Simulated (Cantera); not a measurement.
Cantera with NASA thermochemical tables; ideal gases at 1 bar, condensed phases pure. Values are per mole of reaction as written; species without (g) are pure solids or liquids, kept so even where they would boil at 1 bar. The tables' values for C₂F₄ are old estimates.

C₂F₄(g) + 2 PbF₂ ⇌ 2 Pb + 2 CF₄(g)

```tsv
T (K)	ΔH° (kJ)	ΔS° (J/K)	ΔG° (kJ)	log10 K	condensed phases
300	?	?	?	?	PbF₂(s), Pb(s)
773	117.7	74.5	60.2	-4.07	PbF₂(s), Pb(l)
873	?	?	?	?	PbF₂(s), Pb(l)
973	?	?	?	?	PbF₂(s), Pb(l)
1073	102.1	56.8	41.2	-2.01	PbF₂(s), Pb(l)
1173	?	?	?	?	PbF₂(l), Pb(l)
```

Some entries are withheld; supply them.


- 300, ΔH° (kJ): 146.2
- 300, ΔS° (J/K): 126.2
- 300, ΔG° (kJ): 108.3
- 300, log10 K: -18.86
- 873, ΔH° (kJ): 109.8
- 873, ΔS° (J/K): 64.8
- 873, ΔG° (kJ): 53.3
- 873, log10 K: -3.19
- 973, ΔH° (kJ): 105.3
- 973, ΔS° (J/K): 59.9
- 973, ΔG° (kJ): 47.0
- 973, log10 K: -2.53
- 1173, ΔH° (kJ): 65.8
- 1173, ΔS° (J/K): 24.0
- 1173, ΔG° (kJ): 37.7
- 1173, log10 K: -1.68
